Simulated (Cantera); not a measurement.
A perfectly stirred reactor is fed with 13.4 % CH3OH, 18.2 % O2, 68.5 % N2, at 10.0 bar; it is adiabatic with a 498 K inlet, and is followed from long to short residence time, starting on the burning branch (τ in s: 0.41, 0.13, 0.044, 0.014, 0.0047, 0.0015, 0.0005, 0.00016, 5.3e-05, 1.7e-05, 5.7e-06).

Detailed kinetics in Cantera: GRI-Mech 3.0 (53 species, 325 reactions). GRI-Mech 3.0 was tuned for natural gas; its chemistry of methanol as a main component is partial and can be far from experiment.

One state of this run: T (K) = 2165; x CH3OH = 8.25e-5; x O2 = 0.0105; x O = 0.00113; x HCO = 7.96e-6; x C2H4 = 1.16e-8; x NO2 = 5.70e-8. x: mole fraction; the columns are a selection and need not sum to one.

Q: Which value of τ (s) does it belong to?
(A) 5.3e-5
(B) 0.0047
(C) 1.7e-5
(D) 0.00050

A: A, 5.3e-5
